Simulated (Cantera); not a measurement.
A freely propagating, adiabatic, planar premixed flame of 9.48 % CO, 5.21 % H2, 0.379 % CH4, 11.6 % O2, 54.4 % N2, 19.0 % H2O, equivalence ratio 0.70, unburnt at 450 K and 0.800 bar; mixture-averaged transport, grid criteria slope 0.08 and curve 0.16, no radiation.

Cantera simulation using GRI-Mech 3.0 (53 species, 325 reactions); the numbers are that mechanism's predictions, not measurements. Burning velocities carry a grid error of a few per cent, more on coarse grids.

Problem. Predict: laminar burning velocity; thermal thickness; peak x(C2H4); peak x(C2H); peak x(OH).

Solution. 
| Quantity | Value |
|---|---|
| laminar burning velocity | 33.0 cm/s |
| thermal thickness | 1.02 mm |
| peak x(C2H4) | 1.47e-7 |
| peak x(C2H) | <1e-8 |
| peak x(OH) | 0.00286 |
